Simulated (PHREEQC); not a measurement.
Dissolve 1.5 mol CaCl2 and 0.00021 mol H4SiO4 per kg of water at 25 °C. Closed to the air; pH follows from the charge balance.

Computed with PHREEQC (Pitzer model, pitzer.dat).

This is a speciation only: nothing precipitates in the calculation.

### Question
What pH, activity of water does the model give?

### Answer
pH 5.92; activity of water 0.907.

In brines, pH and single-ion activities rest on the MacInnes convention.
